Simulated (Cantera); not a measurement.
Thermodynamics of metals in furnace atmospheres, feed Cu + H₂O + N₂

Input: 1 mol Cu, 8.3 mol H₂O, 1.7 mol N₂, held at 36.8 Torr.

Equilibrium computed with Cantera from the NASA thermochemical tables; the gas is ideal and each condensed phase is pure. Candidate condensed phases: Cu, CuO, Cu(OH)₂, Cu₂O, H₂O; 27 gas species. Mutual solubility and eutectic melting of coexisting phases are not modelled. The numbers say what is thermodynamically allowed, not how fast it happens.

From 1123 K to 1223 K the condensed part is Cu(s) + Cu₂O(s). At 1323 K the condensed part is Cu(s). From 1423 K to 1923 K the condensed part is Cu(l). At 2023 K nothing is condensed. The main Cu-bearing gas is Cu throughout.

```
T (K)  x H₂O   x N₂      x Cu      x H₂      x O₂      x OH       x H  n Cu(s)  n Cu₂O(s)  n Cu(l)
-----  -----  -----  --------  --------  --------  --------  --------  -------  ---------  -------
1123   0.830  0.170   2.56e-8   2.06e-5   1.76e-7   1.81e-7  8.72e-10    1.000   0.000201        0
1223   0.830  0.170   4.68e-7   4.23e-5   3.25e-6   1.56e-6   8.83e-9    0.999   0.000346        0
1323   0.830  0.170   5.48e-6   8.05e-5   3.65e-5   9.59e-6   6.43e-8    1.000          0        0
1423   0.830  0.170   4.27e-5  0.000235  0.000104   3.53e-5   4.60e-7        0          0    1.000
1523   0.829  0.170  0.000246  0.000595  0.000260  0.000109   2.55e-6        0          0    0.998
1623   0.827  0.170   0.00113   0.00135  0.000576  0.000294   1.15e-5        0          0    0.989
1723   0.822  0.169   0.00435   0.00277   0.00116  0.000705   4.34e-5        0          0    0.956
1823   0.809  0.167    0.0144   0.00525   0.00215   0.00152  0.000142        0          0    0.853
1923   0.780  0.162    0.0417   0.00916   0.00367   0.00298  0.000407        0          0    0.559
2023   0.730  0.153    0.0893    0.0148   0.00581   0.00536   0.00104        0          0        0
```
x: gas mole fraction; n: condensed amount in mol.
